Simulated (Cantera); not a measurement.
A perfectly stirred reactor is fed with H2 : O2 : N2 = 1 : 0.385 : 1.45 (molar parts), equivalence ratio 1.3, at 0.280 bar; it is adiabatic with a 325 K inlet, and is followed from long to short residence time, starting on the burning branch (τ in s: 0.42, 0.15, 0.055, 0.02, 0.0072, 0.0026, 0.00094, 0.00034, 0.00012, 4.4e-05).

Computed with Cantera and the H2/O2 subset of GRI-Mech 3.0, which has no nitrogen chemistry.

Question: What does this change do: 0.16 parts H2O added?

Answer: 
| quantity | before | after |
|---|---|---|
| blow-out, bracketed by the residence times tried | burning at 0.120 ms, out at 44.0 µs | burning at 0.120 ms, out at 44.0 µs |
| x(H2) at τ = 0.420 s | 0.0924 | 0.0871 |
| x(O2) at τ = 0.420 s | 0.000333 | 0.000230 |
| x(OH) at τ = 0.420 s | 0.00412 | 0.00297 |
| x(O) at τ = 0.420 s | 0.000233 | 0.000127 |
| x(HO2) at τ = 0.420 s | 9.46e-8 | 6.50e-8 |
| x(H2) at τ = 2.60 ms | 0.0899 | 0.0867 |
| x(O2) at τ = 2.60 ms | 0.00632 | 0.00631 |
| x(OH) at τ = 2.60 ms | 0.0115 | 0.0102 |
| x(O) at τ = 2.60 ms | 0.00448 | 0.00362 |
| x(HO2) at τ = 2.60 ms | 1.29e-6 | 1.55e-6 |

Question: What does this change do: H2 1 to 0.72 parts?

Answer: 
| quantity | before | after |
|---|---|---|
| blow-out, bracketed by the residence times tried | burning at 0.120 ms, out at 44.0 µs | burning at 0.120 ms, out at 44.0 µs |
| x(H2) at τ = 0.420 s | 0.0924 | 0.0118 |
| x(O2) at τ = 0.420 s | 0.000333 | 0.0146 |
| x(OH) at τ = 0.420 s | 0.00412 | 0.00988 |
| x(O) at τ = 0.420 s | 0.000233 | 0.00134 |
| x(HO2) at τ = 0.420 s | 9.46e-8 | 1.45e-6 |
| x(H2) at τ = 2.60 ms | 0.0899 | 0.0350 |
| x(O2) at τ = 2.60 ms | 0.00632 | 0.0269 |
| x(OH) at τ = 2.60 ms | 0.0115 | 0.0149 |
| x(O) at τ = 2.60 ms | 0.00448 | 0.00805 |
| x(HO2) at τ = 2.60 ms | 1.29e-6 | 4.10e-6 |
